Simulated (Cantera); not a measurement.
Feed: 1 mol Si2Cl6, 0.88 mol Cl2, 3.4 mol H2, held at 998.15 K and 68.0 mbar.

Method: chemical equilibrium by Gibbs-energy minimisation in Cantera with the NASA 1993 tables (ideal gas, pure condensed phases). Candidate condensed phases: Si; 19 gas species. The feed counts by its element totals alone. The tables' values for SiCl3 are old estimates; treat these amounts as uncertain. The numbers say what is thermodynamically allowed, not how fast it happens.

Base state: H2 0.600, SiCl4 0.314, SiHCl3 0.0544, HCl 0.0241, SiCl3 0.00457, SiCl2 0.00163, SiH2Cl2 0.00101 (mole fractions); condensed: Si(s).

Q: What changes in the equilibrium state with this change: Si2Cl6 replaced by SiH4?

A: 
```tsv
species	before	after
H2	0.600	0.905
SiCl4	0.314	0.0553
HCl	0.0241	0.0191
SiHCl3	0.0544	0.0182
SiCl3	0.00457	0.00124
SiCl2	0.00163	0.000685
SiH2Cl2	0.00101	0.000642
Si(s), mol	0.00663	0.556
```
